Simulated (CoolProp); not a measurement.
Vapour-liquid equilibrium of n-heptane (1) + p-xylene (2) at 8.3 kPa; x and y are mole fractions of (1).

Values from CoolProp's multi-fluid Helmholtz-energy mixture model, Span 2003 and Zhou 2012; pair parameters Bell 2016.

```json
[
 {"x": "0.05", "bubble temperature, mixture model (°C)": "59.8", "bubble temperature, Raoult's law (°C)": "61.1", "y, mixture model": "0.221", "y, Raoult's law": "0.176"},
 {"x": "0.15", "bubble temperature, mixture model (°C)": "53.0", "bubble temperature, Raoult's law (°C)": "55.5", "y, mixture model": "0.482", "y, Raoult's law": "0.426"},
 {"x": "0.25", "bubble temperature, mixture model (°C)": "48.2", "bubble temperature, Raoult's law (°C)": "50.9", "y, mixture model": "0.629", "y, Raoult's law": "0.590"},
 {"x": "0.35", "bubble temperature, mixture model (°C)": "44.6", "bubble temperature, Raoult's law (°C)": "47.1", "y, mixture model": "0.724", "y, Raoult's law": "0.705"},
 {"x": "0.45", "bubble temperature, mixture model (°C)": "41.8", "bubble temperature, Raoult's law (°C)": "43.8", "y, mixture model": "0.792", "y, Raoult's law": "0.787"},
 {"x": "0.55", "bubble temperature, mixture model (°C)": "39.4", "bubble temperature, Raoult's law (°C)": "40.9", "y, mixture model": "0.844", "y, Raoult's law": "0.849"},
 {"x": "0.65", "bubble temperature, mixture model (°C)": "37.3", "bubble temperature, Raoult's law (°C)": "38.4", "y, mixture model": "0.886", "y, Raoult's law": "0.897"},
 {"x": "0.75", "bubble temperature, mixture model (°C)": "35.4", "bubble temperature, Raoult's law (°C)": "36.1", "y, mixture model": "0.923", "y, Raoult's law": "0.935"},
 {"x": "0.85", "bubble temperature, mixture model (°C)": "33.7", "bubble temperature, Raoult's law (°C)": "34.1", "y, mixture model": "0.956", "y, Raoult's law": "0.965"},
 {"x": "0.95", "bubble temperature, mixture model (°C)": "32.1", "bubble temperature, Raoult's law (°C)": "32.2", "y, mixture model": "0.986", "y, Raoult's law": "0.989"}
]
```

The largest gap from Raoult's law is -2.7 K in bubble temperature, at x = 0.25. No azeotrope shows between x = 0.05 and 0.95.

The pair parameters rest on a limited set of measurements; away from them the model extrapolates.
